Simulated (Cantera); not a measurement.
An isothermal, constant-pressure homogeneous reactor starts with NH3 : N2 = 1 : 1.6 (molar parts), at 2250 K and 1330 Pa.

Computed with Cantera and the gas-phase N/H chemistry of the illustrative SiF4/NH3 mechanism in the Surface Chemkin manual (1991). Walls and surfaces, which speed up NH3 decomposition in real reactors, are not modelled.

x: mole fraction; the columns are a selection and need not sum to one.

```
t (s)       x NH3   x N2     x NH       x N       x H
--------  -------  -----  -------  --------  --------
0.000100    0.384  0.615        ?  3.97e-11   3.31e-6
0.000213    0.384  0.615        ?  4.63e-10   3.34e-6
0.000454    0.384  0.615        ?   4.86e-9   3.55e-6
0.000969    0.383  0.615        ?   3.26e-8   4.74e-6
0.00206     0.381  0.615        ?   1.35e-7   1.08e-5
0.00440     0.375  0.614        ?   5.53e-7   3.29e-5
0.00938     0.361  0.613        ?   1.59e-6   7.70e-5
0.0200      0.333  0.610        ?   3.39e-6  0.000152
0.0426      0.281  0.606  7.32e-5   5.61e-6  0.000284
0.0909      0.200  0.599  7.10e-5   7.34e-6  0.000514
0.194       0.105  0.592        ?   8.02e-6  0.000895
0.413      0.0324  0.585        ?   7.57e-6   0.00155
0.880     0.00322  0.583        ?   6.91e-6   0.00341
1.88      1.99e-5  0.580        ?   2.30e-6    0.0127
4.00      3.07e-7  0.575        ?   4.48e-7    0.0287
```

Task: Complete the blanks.

Result: 
- 0.000100, x NH: 5.59e-8
- 0.000213, x NH: 3.19e-7
- 0.000454, x NH: 1.78e-6
- 0.000969, x NH: 7.81e-6
- 0.00206, x NH: 2.25e-5
- 0.00440, x NH: 4.33e-5
- 0.00938, x NH: 5.69e-5
- 0.0200, x NH: 6.69e-5
- 0.194, x NH: 5.81e-5
- 0.413, x NH: 3.71e-5
- 0.880, x NH: 1.60e-5
- 1.88, x NH: 1.42e-6
- 4.00, x NH: 1.18e-7
